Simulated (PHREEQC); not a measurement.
A solution holds 5.4 mmol/kgw HF, 4.9 mmol/kgw ZnSO4 and 54 mmol/kgw CuCl2, at 25 °C. Closed to the air; pH follows from the charge balance.

The numbers come from PHREEQC with the ion-association model, phreeqc.dat.

The pH is 2.77 and the ionic strength is 0.162 mol/kgw. The density is 1.004 g/cm³ and the total alkalinity is -5.40 meq/kg.

```
species  molality  activity   log γ
-------  --------  --------  ------
Cl-         0.103    0.0752  -0.136
Cu+2       0.0466    0.0162  -0.458
CuCl+     0.00448   0.00329  -0.134
Zn+2      0.00425   0.00136  -0.495
HF        0.00310   0.00322   0.016
CuSO4     0.00227   0.00235   0.016
SO4-2     0.00225  0.000710  -0.501
```

No solid was allowed to form.
